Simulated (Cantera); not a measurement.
Input: 1 mol TiO2, 1.1 mol C, 0.38 mol H2.

Cantera equilibrium calculation (NASA polynomials, part measured and part estimated; ideal gas, pure solids and liquids). Candidate condensed phases: C, C6H6, C7H8, C8H18, H2O, Ti, TiC, TiO, TiO2, Ti2O3, Ti3O5, Ti4O7; 113 gas species. Mutual solubility and eutectic melting of coexisting phases are not modelled. TiC, TiO: taken at fixed stoichiometry. Condensed phases not in the tables: Magnéli phases beyond Ti4O7, solid solutions among these carbides, nitrides and lower oxides. Rates play no part.

Question: What condenses at these points (T in K, P in Pa): (1500, 1000000); (1300, 1400); (1800, 10); (1350, 37000); (1700, 1400); (1200, 270); (1200, 52); (1450, 7200)?

Answer: 
```json
[
 {"T (K)": "1500", "P in Pa": "1000000", "condensed phases": "C + Ti4O7", "Ti condensed (%)": "100.0"},
 {"T (K)": "1300", "P in Pa": "1400", "condensed phases": "TiC + Ti3O5", "Ti condensed (%)": "100.0"},
 {"T (K)": "1800", "P in Pa": "10", "condensed phases": "TiC + TiO", "Ti condensed (%)": "100.0"},
 {"T (K)": "1350", "P in Pa": "37000", "condensed phases": "C + Ti3O5", "Ti condensed (%)": "100.0"},
 {"T (K)": "1700", "P in Pa": "1400", "condensed phases": "TiC + Ti2O3", "Ti condensed (%)": "100.0"},
 {"T (K)": "1200", "P in Pa": "270", "condensed phases": "C + TiC + Ti3O5", "Ti condensed (%)": "100.0"},
 {"T (K)": "1200", "P in Pa": "52", "condensed phases": "TiC + Ti2O3", "Ti condensed (%)": "100.0"},
 {"T (K)": "1450", "P in Pa": "7200", "condensed phases": "TiC + Ti2O3", "Ti condensed (%)": "100.0"}
]
```
